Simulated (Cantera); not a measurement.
What does this Cantera script print?

```python
import numpy as np
import cantera as ct

gas_names = """
    Cr CrO CrO2 CrO3 H HO2 H2 H2O H2O2 O OH O2 O3
""".split()
cond_names = """
    Cr(cr) Cr(L) Cr2O3(s) Cr2O3(L) H2O(s) H2O(L)
""".split()


# ... load() reads the species with a 1 bar reference pressure and builds the phases ...
atoms = {
    'Cr2O3': {'Cr': 2, 'O': 3},
    'H2': {'H': 2},
}
top_T = {}  # K; cautious upper limits of use, not melting points


# ... equilibrate(T, P, feed) seeds the gas with the atoms and calls Mixture.equilibrate('TP', solver="vcs", rtol=1e-11, max_steps=5000) ...
results = []
feed = {'Cr2O3': 1, 'H2': 220}  # mol
T = 1150  # K
P = 12000  # Pa
mix = equilibrate(T, P, feed)
results.append((T, P, feed, dict(zip(mix.species_names, mix.species_moles))))
print(gas.report(threshold=1e-06))
for i in range(1, mix.n_phases):
    print(f"{mix.phase(i).name:16s} {mix.phase_moles(i):12.5e} mol")
```

Output:

```
       temperature   1150 K
          pressure   12000 Pa
           density   0.0025313 kg/m^3
  mean mol. weight   2.017 kg/kmol
   phase of matter   gas

                          1 kg             1 kmol
                     ---------------   ---------------
          enthalpy        1.2519e+07         2.525e+07  J
   internal energy        7.7783e+06        1.5688e+07  J
           entropy             93278        1.8814e+05  J/K
    Gibbs function       -9.4751e+07       -1.9111e+08  J
 heat capacity c_p             15303             30865  J/K
 heat capacity c_v             11180             22550  J/K

                      mass frac. Y      mole frac. X     chem. pot. / RT
                     ---------------   ---------------   ---------------
                H2           0.99947           0.99994           -19.984
               H2O        0.00053163        5.9522e-05            -62.46
     [  +11 minor]        1.1692e-07        2.1574e-07

Cr(cr)            8.72975e-03 mol
Cr2O3(s)          9.95635e-01 mol
```

Equilibrium computed with Cantera from the NASA thermochemical tables; the gas is ideal and each condensed phase is pure. Mutual solubility and eutectic melting of coexisting phases are not modelled.
